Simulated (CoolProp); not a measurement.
Values from CoolProp's reference Helmholtz-energy equation of state, Wu 2011.

### Question
For dimethyl ether, give the phase and the cp (kJ/(kg K)), cv (kJ/(kg K)) at 479.9 K and 4.37 bar; 479.9 K and 22.6 bar; 479.9 K and 117 bar.

### Answer
- 479.9 K and 4.37 bar: gas; cp 1.99, cv 1.79
- 479.9 K and 22.6 bar: gas; cp 2.09, cv 1.82
- 479.9 K and 117 bar: supercritical; cp 3.51, cv 2.00
